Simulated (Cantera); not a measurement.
An isothermal, constant-pressure homogeneous reactor starts with NO : N₂ = 1 : 7.7 (molar parts), at 1648 K and 1430 Torr.

Model: GRI-Mech 3.0 (53 species, 325 reactions), integrated in Cantera.

One state of this run: x NO = 0.112; x N₂O = 4.97e-6; x NO₂ = 5.98e-5; x O₂ = 0.00162; x O = 9.47e-7; x N₂ = 0.887. x: mole fraction; the columns are a selection and need not sum to one.

Q: Which value of t (s) does it belong to?
(A) 1.26
(B) 70.0
(C) 0.00307
(D) 9.41

A: A, 1.26
